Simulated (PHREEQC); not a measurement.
Dissolve 13 mmol/kgw ZnSO4 at 25 °C. Closed to the air; pH follows from the charge balance.

Computed with PHREEQC (ion-association model, wateq4f.dat).

This is a speciation only: nothing precipitates in the calculation.

Problem. Estimate the pH.

Solution. pH 5.72.

Problem. In which forms is Zn present?

Solution. Zn+2 65 %, ZnSO4 33 %, Zn(SO4)2-2 2.2 % of the Zn.
